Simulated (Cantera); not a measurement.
An isothermal, constant-pressure homogeneous reactor starts with N₂O : H₂O = 1 : 0.0087 (molar parts), at 1248 K and 0.490 bar.

Computed with Cantera and GRI-Mech 3.0 (53 species, 325 reactions). GRI-Mech 3.0 was tuned for natural gas; its chemistry of N2O as a main component is partial and can be far from experiment. The mechanism lacks the step 2 NO + O2 → 2 NO2, which can matter for NO2 below about 1400 K. The temperature is held fixed by assumption; the heat of reaction is taken as removed at once.

Question: Predict: x(N₂O) at 2.00 s; x(H₂O) at 2.00 s; x(H₂O₂) at 2.00 s; x(OH) at 2.00 s; x(NO) at 2.00 s; x(N₂) at 2.00 s; x(HO₂) at 2.00 s.

Answer: 
- x(N₂O) at 2.00 s: 0.192 (gas-phase equilibrium 1.41e-8)
- x(H₂O) at 2.00 s: 0.00632 (gas-phase equilibrium 0.00577)
- x(H₂O₂) at 2.00 s: 3.03e-9 (gas-phase equilibrium 8.42e-11)
- x(OH) at 2.00 s: 1.17e-5 (gas-phase equilibrium 1.81e-6)
- x(NO) at 2.00 s: 0.0558 (gas-phase equilibrium 0.000322)
- x(N₂) at 2.00 s: 0.506 (gas-phase equilibrium 0.663)
- x(HO₂) at 2.00 s: 3.04e-8 (gas-phase equilibrium 6.34e-9)
